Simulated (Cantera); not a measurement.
A closed system holds: 1 mol CH3SiCl3, 1.4 mol C2H2, 180 mol H2, equilibrated at 1.00 bar.

Method: chemical equilibrium by Gibbs-energy minimisation in Cantera with the NASA 1993 tables (ideal gas, pure condensed phases). Candidate condensed phases: C, C6H6, C7H8, C8H18, Si, SiC; 109 gas species. The feed counts by its element totals alone. The tables' values for SiCl are old estimates; treat these amounts as uncertain. Gases not in the tables: Si2H6 and higher silanes. Rates play no part.

x: gas mole fraction; n: condensed amount in mol.

| T (°C) | x H2 | x H | x HCl | x CH4 | x C2H2 (acetylene) | x Si | n SiC(s) | n C(graphite) |
|---|---|---|---|---|---|---|---|---|
| 750 | 0.969 | 4.07e-9 | 0.0151 | 0.0158 | 1.03e-10 | <1e-12 | 0.927 | 0 |
| 900 | 0.968 | 1.16e-7 | 0.0165 | 0.0154 | 4.25e-8 | <1e-12 | 0.998 | 0 |
| 1050 | 0.977 | 1.57e-6 | 0.0164 | 0.00649 | 8.06e-7 | <1e-12 | 0.999 | … |
| 1200 | 0.981 | 1.25e-5 | 0.0163 | 0.00282 | 6.38e-6 | 3.58e-11 | 0.999 | … |
| 1350 | 0.982 | 6.85e-5 | 0.0163 | 0.00143 | 3.42e-5 | 1.78e-9 | 0.998 | 2.52 |
| 1500 | 0.982 | 0.000282 | 0.0162 | 0.000814 | 0.000138 | 4.53e-8 | 0.996 | 2.60 |
| 1650 | 0.982 | 0.000933 | 0.0162 | 0.000507 | 0.000443 | 6.92e-7 | 0.994 | 2.55 |
| 1800 | 0.980 | 0.00260 | 0.0161 | 0.000338 | 0.00120 | 7.09e-6 | 0.988 | … |
| 1950 | 0.974 | 0.00632 | 0.0160 | 0.000238 | 0.00283 | 5.29e-5 | 0.965 | … |
| 2100 | 0.963 | 0.0137 | 0.0158 | 0.000173 | 0.00593 | 0.000305 | 0.864 | … |
| 2250 | 0.945 | 0.0270 | 0.0154 | 0.000112 | 0.00853 | 0.00163 | 0.358 | … |

Task: What belongs in the gaps?

Result: 
- 1050, n C(graphite): 1.61
- 1200, n C(graphite): 2.28
- 1800, n C(graphite): 2.30
- 1950, n C(graphite): 1.73
- 2100, n C(graphite): 0.650
- 2250, n C(graphite): 0
